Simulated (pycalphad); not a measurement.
Computed with pycalphad from the COST 507 light-alloy database (1999), at 1 atm. These are 1990s assessments: newer ones move some temperatures and phases. Diffusion is slow at the low end, where real alloys seldom reach equilibrium.

How does the equilibrium phase assembly of Ti-4.4B (at.%) change on cooling from 2850 K to 500 K?


| T (K) | phases above | phases below |
|---|---|---|
| 1853.1 | liquid | bcc + liquid |
| 1814.1 | bcc + liquid | bcc + BM |
| 1156.1 | bcc + BM | BM + hcp |
Changes were sought between steps of 50 K, so a narrower field can be missed.

Database names, with the compositions (at.%) that they take in these runs: BM: Ti 50 B 50.
